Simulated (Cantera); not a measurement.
**Calcination and drying: MgCO₃ + CO₂ + H₂O**

Charge: 1 mol MgCO₃, 2.6 mol CO₂, 2.1 mol H₂O, held at 81.0 Pa.

Cantera equilibrium calculation (NASA polynomials, part measured and part estimated; ideal gas, pure solids and liquids). Candidate condensed phases: C, C₆H₆, C₇H₈, C₈H₁₈, H₂O, Mg, MgCO₃, MgO, Mg(OH)₂; 116 gas species. Equilibrium is a limit: real reactors are often held back by kinetics, nucleation or transport.

From 1323 K to 2223 K the condensed part is MgO(s).

```csv
T (K),log p CO₂,log p H₂O,log p CO,log p O₂,log p Mg,log p OH,log p H,log p O,log p H₂,n MgO(s)
1323,-3.29,-3.53,-6.54,-6.74,-14.78,-7.64,-9.32,-9.94,-7.04,1.00
1473,-3.29,-3.53,-5.78,-6.01,-12.19,-6.81,-8.10,-8.56,-6.41,1.00
1623,-3.30,-3.53,-5.16,-5.41,-10.08,-6.13,-7.10,-7.43,-5.89,1.000
1773,-3.32,-3.54,-4.66,-4.93,-8.33,-5.57,-6.27,-6.49,-5.46,1.000
1923,-3.36,-3.57,-4.26,-4.54,-6.85,-5.11,-5.58,-5.71,-5.10,0.999
2073,-3.46,-3.62,-3.96,-4.24,-5.57,-4.74,-4.99,-5.06,-4.81,0.977
2223,-3.65,-3.77,-3.79,-4.02,-4.45,-4.48,-4.51,-4.52,-4.64,0.654
```
log p: log10 of the partial pressure in bar; n: condensed amount in mol.
